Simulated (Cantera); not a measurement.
## Premixed flame

A freely propagating, adiabatic, planar premixed flame of CO : H2 : O2 : N2 = 1 : 0.4 : 0.737 : 2.77 (molar parts), unburnt at 325 K and 1650 Torr; mixture-averaged transport, grid criteria slope 0.08 and curve 0.16, no radiation.

Cantera simulation using GRI-Mech 3.0 (53 species, 325 reactions); the numbers are that mechanism's predictions, not measurements. The hydrogen kinetics of GRI-Mech 3.0 are dated; newer H2 mechanisms differ, most at raised pressure. Burning velocities carry a grid error of a few per cent, more on coarse grids.

```
z (mm)   T (K)  u (m/s)    x CO     x H2    x O2     x CO2      x NO      x OH
-------  -----  -------  ------  -------  ------  --------  --------  --------
-0.648     325    0.757   0.204   0.0814   0.150     <1e-8     <1e-8     <1e-8
-0.432     325    0.757   0.204   0.0810   0.150   1.50e-8     <1e-8     <1e-8
-0.324     325    0.757   0.204   0.0801   0.150   2.17e-7     <1e-8     <1e-8
-0.216     327    0.758   0.205   0.0766   0.151   5.13e-6     <1e-8     <1e-8
-0.108     385    0.880   0.207   0.0605   0.152  0.000763   2.20e-8   1.46e-7
-0.0540    712     1.60   0.195   0.0412   0.140    0.0127   5.92e-7  0.000266
0         1195     2.63   0.163   0.0207   0.109    0.0474   2.96e-6   0.00145
0.0540    1516     3.28   0.124  0.00863  0.0756    0.0919   8.09e-6   0.00390
0.108     1703     3.63  0.0942  0.00591  0.0574     0.126   1.44e-5   0.00587
0.216     1895     3.97  0.0681  0.00559  0.0442     0.158   2.50e-5   0.00750
0.432     2060     4.27  0.0540  0.00465  0.0368     0.175   3.97e-5   0.00770
0.864     2188     4.49  0.0433  0.00343  0.0312     0.188   6.25e-5   0.00691
1.73      2284     4.66  0.0334  0.00247  0.0263     0.199  0.000104   0.00588
```
x: mole fraction of selected species; z is measured from the peak of heat release.

```
Item                         Result
------------------------  ---------
laminar burning velocity  75.7 cm/s
thermal thickness          0.216 mm
peak x(OH)                  0.00779
grid points                     117
```
